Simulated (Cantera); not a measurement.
Charge: 1 mol SiCl₄, 0.074 mol Cl₂, 230 mol N₂, held at 1330 Pa.

Method: chemical equilibrium by Gibbs-energy minimisation in Cantera with the NASA 1993 tables (ideal gas, pure condensed phases). Candidate condensed phases: Si, Si₃N₄; 13 gas species. The tables' values for SiCl₃ are old estimates; treat these amounts as uncertain. Rates play no part. All values below are at 1398 K.

Base state: N₂ 0.995, SiCl₄ 0.00424, Cl 0.000716, SiCl₃ 8.03e-5 (mole fractions); condensed: gas only.

Q: What changes in the equilibrium state with this change: Cl₂ from 0.074 to 0.22 mol?

A: 
```tsv
species	before	after
N₂	0.995	0.994
SiCl₄	0.00424	0.00429
Cl	0.000716	0.00182
Cl₂	8.72e-6	5.65e-5
SiCl₃	8.03e-5	3.19e-5
```
